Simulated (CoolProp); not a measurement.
Properties of C2F6 (R116) at several states (Tc = 293.0 K, pc = 3.048 MPa, ω = 0.257).

Model: reference Helmholtz-energy equation of state, Lemmon 2006, in CoolProp. It is a short technical equation, of lower accuracy than the large ones.

```json
[
 {"T (K)": "317", "p (MPa)": "0.154", "phase": "gas", "Z": "0.9871", "speed of sound (m/s)": "…"},
 {"T (K)": "204.9", "p (MPa)": "0.778", "phase": "liquid", "Z": "0.04030", "speed of sound (m/s)": "522.4"},
 {"T (K)": "374.7", "p (MPa)": "0.0131", "phase": "gas", "Z": "0.9994", "speed of sound (m/s)": "155.6"},
 {"T (K)": "315.2", "p (MPa)": "10.1", "phase": "supercritical", "Z": "…", "speed of sound (m/s)": "…"}
]
```

### Question
Complete the blanks.

### Answer

- 317, speed of sound (m/s): 142.2
- 315.2, Z: 0.5052
- 315.2, speed of sound (m/s): 231.3
